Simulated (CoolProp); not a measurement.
Vapour-liquid equilibrium of R245fa (1) + isopentane (2) at 211 kPa; x and y are mole fractions of (1).

The numbers come from the multi-fluid Helmholtz-energy mixture model, Akasaka 2015 and Lemmon 2006; pair parameters Bell 2016 in CoolProp.

```csv
x,"bubble temperature, mixture model (°C)","bubble temperature, Raoult's law (°C)","y, mixture model","y, Raoult's law"
0.05,44.0,49.8,0.213,0.081
0.125,37.2,48.2,0.399,0.193
0.2,33.1,46.7,0.504,0.294
0.275,30.7,45.3,0.566,0.387
0.35,29.3,43.9,0.605,0.472
0.425,28.5,42.7,0.629,0.551
0.5,28.1,41.5,0.646,0.624
0.575,27.9,40.4,0.658,0.691
0.65,27.8,39.3,0.668,0.754
0.725,27.8,38.3,0.681,0.813
0.8,28.1,37.3,0.702,0.868
0.875,28.9,36.3,0.748,0.920
0.95,31.3,35.4,0.852,0.969
```

The largest gap from Raoult's law is -14.6 K in bubble temperature, at x = 0.35. y crosses x between x = 0.65 and 0.725: the model has an azeotrope there.

Pair parameters are fitted to limited data, so mixtures are less certain than the pure fluids. With so large a gap from Raoult's law the liquid may split in two, which this calculation doesn't test in full.
